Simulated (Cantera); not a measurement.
What does this Cantera script print?

```python
import numpy as np
import cantera as ct

gas_names = """
    CL CL2 H HCL H2 N NH NH2 NH3 N2 N2H2 N2H4 Si SiCL SiCL2 SiCL3 SiCL4 SiH SiHCL3 SiH2 SiH2CL2 SiH3
    SiH3CL SiH4 SiN Si2 Si2N Si3
""".split()
cond_names = """
    NH4CL(a) NH4CL(b) Si(cr) Si(L) Si3N4(a)
""".split()


# ... load() reads the species with a 1 bar reference pressure and builds the phases ...
atoms = {
    'SiHCl3': {'Si': 1, 'H': 1, 'CL': 3},
    'HCl': {'H': 1, 'CL': 1},
    'N2': {'N': 2},
}
top_T = {'Si3N4(a)': 2400}  # K; cautious upper limits of use, not melting points


# ... equilibrate(T, P, feed) seeds the gas with the atoms and calls Mixture.equilibrate('TP', solver="vcs", rtol=1e-11, max_steps=5000) ...
results = []
feed = {'SiHCl3': 1, 'HCl': 1.2, 'N2': 26}  # mol
P = 2700  # Pa
for T in [900, 950, 1000, 1050, 1100, 1150, 1200, 1250, 1300, 1350, 1400, 1450]:
    mix = equilibrate(T, P, feed)
    results.append((T, P, feed, dict(zip(mix.species_names, mix.species_moles))))
    x = sorted(zip(gas.X, gas.species_names), reverse=True)
    print(f"T = {T:g} K  P = {P:g} Pa  gas = {mix.phase_moles(0):.4g} mol")
    print("   x: " + "  ".join(f"{s} {v:.3e}" for v, s in x if v > 1e-06))
    print("   condensed (mol): " + ("  ".join(f"{mix.phase(i).name} {mix.phase_moles(i):.4g}"
          for i in range(1, mix.n_phases) if mix.phase_moles(i) > 1e-12) or "none"))
```

It prints:

```
T = 900 K  P = 2700 Pa  gas = 28.32 mol
   x: N2 9.093e-01  HCL 5.932e-02  SiCL4 2.223e-02  H2 9.170e-03  SiHCL3 9.761e-06  SiCL3 2.580e-06
   condensed (mol): Si3N4(a) 0.1233
T = 950 K  P = 2700 Pa  gas = 28.33 mol
   x: N2 9.090e-01  HCL 6.057e-02  SiCL4 2.191e-02  H2 8.543e-03  SiHCL3 1.417e-05  SiCL3 8.246e-06
   condensed (mol): Si3N4(a) 0.1262
T = 1000 K  P = 2700 Pa  gas = 28.33 mol
   x: N2 9.087e-01  HCL 6.162e-02  SiCL4 2.163e-02  H2 8.007e-03  SiCL3 2.343e-05  SiHCL3 1.980e-05
   condensed (mol): Si3N4(a) 0.1287
T = 1050 K  P = 2700 Pa  gas = 28.33 mol
   x: N2 9.085e-01  HCL 6.253e-02  SiCL4 2.136e-02  H2 7.546e-03  SiCL3 6.014e-05  SiHCL3 2.676e-05  SiCL2 3.068e-06
   condensed (mol): Si3N4(a) 0.1308
T = 1100 K  P = 2700 Pa  gas = 28.33 mol
   x: N2 9.083e-01  HCL 6.331e-02  SiCL4 2.109e-02  H2 7.150e-03  SiCL3 1.413e-04  SiHCL3 3.513e-05  SiCL2 1.318e-05
   condensed (mol): Si3N4(a) 0.1323
T = 1150 K  P = 2700 Pa  gas = 28.34 mol
   x: N2 9.081e-01  HCL 6.397e-02  SiCL4 2.077e-02  H2 6.811e-03  SiCL3 3.070e-04  SiCL2 4.964e-05  SiHCL3 4.491e-05
   condensed (mol): Si3N4(a) 0.1333
T = 1200 K  P = 2700 Pa  gas = 28.35 mol
   x: N2 9.078e-01  HCL 6.450e-02  SiCL4 2.033e-02  H2 6.528e-03  SiCL3 6.209e-04  SiCL2 1.664e-04  SiHCL3 5.596e-05
   condensed (mol): Si3N4(a) 0.1333
T = 1250 K  P = 2700 Pa  gas = 28.36 mol
   x: N2 9.074e-01  HCL 6.488e-02  SiCL4 1.962e-02  H2 6.308e-03  SiCL3 1.172e-03  SiCL2 5.010e-04  SiHCL3 6.787e-05  CL 2.054e-06
   condensed (mol): Si3N4(a) 0.1314
T = 1300 K  P = 2700 Pa  gas = 28.39 mol
   x: N2 9.068e-01  HCL 6.506e-02  SiCL4 1.843e-02  H2 6.171e-03  SiCL3 2.057e-03  SiCL2 1.362e-03  SiHCL3 7.966e-05  CL 4.703e-06
   condensed (mol): Si3N4(a) 0.1258
T = 1350 K  P = 2700 Pa  gas = 28.46 mol
   x: N2 9.057e-01  HCL 6.490e-02  SiCL4 1.645e-02  H2 6.160e-03  SiCL2 3.338e-03  SiCL3 3.318e-03  SiHCL3 8.940e-05  CL 9.991e-06  H 1.138e-06
   condensed (mol): Si3N4(a) 0.1133
T = 1400 K  P = 2700 Pa  gas = 28.57 mol
   x: N2 9.039e-01  HCL 6.420e-02  SiCL4 1.339e-02  SiCL2 7.286e-03  H2 6.358e-03  SiCL3 4.794e-03  SiHCL3 9.387e-05  CL 1.963e-05  H 2.360e-06
   condensed (mol): Si3N4(a) 0.08989
T = 1450 K  P = 2700 Pa  gas = 28.74 mol
   x: N2 9.011e-01  HCL 6.265e-02  SiCL2 1.386e-02  SiCL4 9.391e-03  H2 6.906e-03  SiCL3 5.970e-03  SiHCL3 8.923e-05  CL 3.534e-05  H 4.783e-06
   condensed (mol): Si3N4(a) 0.05254
```

Equilibrium computed with Cantera from the NASA thermochemical tables; the gas is ideal and each condensed phase is pure. N2 is the only nitrogen source here; it is nearly inert below about 1500 K, so the nitride shown seldom forms there in practice. The tables' values for SiCl3 are old estimates; treat these amounts as uncertain.
